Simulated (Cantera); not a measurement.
Feed: 1 mol Si, 0.0033 mol H₂O, 610 mol H₂, held at 1 atm.

Method: chemical equilibrium by Gibbs-energy minimisation in Cantera with the NASA 1993 tables (ideal gas, pure condensed phases). Candidate condensed phases: H₂O, Si, SiO₂; 18 gas species. Gases not in the tables: Si₂H₆ and higher silanes. Kinetics and transport are ignored.

log p: log10 of the partial pressure in bar; n: condensed amount in mol.

```json
[
 {"T (K)": "1373", "log p H₂": "0.01", "log p H": "-5.47", "log p SiH₂": "-6.60", "log p Si": "-9.41", "log p SiH": "-8.65", "log p SiO": "-5.27", "log p SiH₄": "-6.05", "n Si(s)": "0.996", "n Si(l)": "0"},
 {"T (K)": "1423", "log p H₂": "0.01", "log p H": "?", "log p SiH₂": "?", "log p Si": "?", "log p SiH": "?", "log p SiO": "-5.27", "log p SiH₄": "-6.02", "n Si(s)": "0.996", "n Si(l)": "0"},
 {"T (K)": "1473", "log p H₂": "0.01", "log p H": "-4.90", "log p SiH₂": "-5.97", "log p Si": "-8.26", "log p SiH": "-7.70", "log p SiO": "-5.26", "log p SiH₄": "-5.99", "n Si(s)": "0.995", "n Si(l)": "0"},
 {"T (K)": "1523", "log p H₂": "0.01", "log p H": "-4.63", "log p SiH₂": "-5.69", "log p Si": "-7.74", "log p SiH": "-7.28", "log p SiO": "-5.26", "log p SiH₄": "-5.97", "n Si(s)": "0.995", "n Si(l)": "0"},
 {"T (K)": "1573", "log p H₂": "0.01", "log p H": "-4.39", "log p SiH₂": "-5.43", "log p Si": "-7.26", "log p SiH": "-6.88", "log p SiO": "-5.26", "log p SiH₄": "-5.94", "n Si(s)": "0.994", "n Si(l)": "0"},
 {"T (K)": "1623", "log p H₂": "0.01", "log p H": "-4.16", "log p SiH₂": "-5.18", "log p Si": "-6.81", "log p SiH": "-6.50", "log p SiO": "-5.26", "log p SiH₄": "-5.92", "n Si(s)": "0.992", "n Si(l)": "0"},
 {"T (K)": "1673", "log p H₂": "0.01", "log p H": "-3.94", "log p SiH₂": "-4.95", "log p Si": "-6.38", "log p SiH": "-6.15", "log p SiO": "-5.26", "log p SiH₄": "-5.89", "n Si(s)": "0.988", "n Si(l)": "0"},
 {"T (K)": "1723", "log p H₂": "0.01", "log p H": "-3.74", "log p SiH₂": "-4.76", "log p Si": "-6.01", "log p SiH": "-5.85", "log p SiO": "-5.26", "log p SiH₄": "-5.90", "n Si(s)": "0", "n Si(l)": "0.984"},
 {"T (K)": "1773", "log p H₂": "0.01", "log p H": "-3.54", "log p SiH₂": "-4.60", "log p Si": "-5.67", "log p SiH": "-5.58", "log p SiO": "-5.26", "log p SiH₄": "-5.92", "n Si(s)": "0", "n Si(l)": "0.978"},
 {"T (K)": "1823", "log p H₂": "0.01", "log p H": "-3.36", "log p SiH₂": "-4.45", "log p Si": "-5.35", "log p SiH": "-5.32", "log p SiO": "-5.26", "log p SiH₄": "-5.95", "n Si(s)": "0", "n Si(l)": "0.969"},
 {"T (K)": "1873", "log p H₂": "0.01", "log p H": "?", "log p SiH₂": "?", "log p Si": "?", "log p SiH": "?", "log p SiO": "-5.26", "log p SiH₄": "-5.97", "n Si(s)": "0", "n Si(l)": "0.956"},
 {"T (K)": "1923", "log p H₂": "0.01", "log p H": "-3.02", "log p SiH₂": "-4.17", "log p Si": "-4.77", "log p SiH": "-4.85", "log p SiO": "-5.26", "log p SiH₄": "-5.99", "n Si(s)": "0", "n Si(l)": "0.936"}
]
```

**Question.** What belongs in the gaps?

**Answer.** 
- 1873, log p H: -3.19
- 1873, log p SiH₂: -4.30
- 1873, log p Si: -5.05
- 1873, log p SiH: -5.08
- 1423, log p H: -5.17
- 1423, log p SiH₂: -6.27
- 1423, log p Si: -8.82
- 1423, log p SiH: -8.16
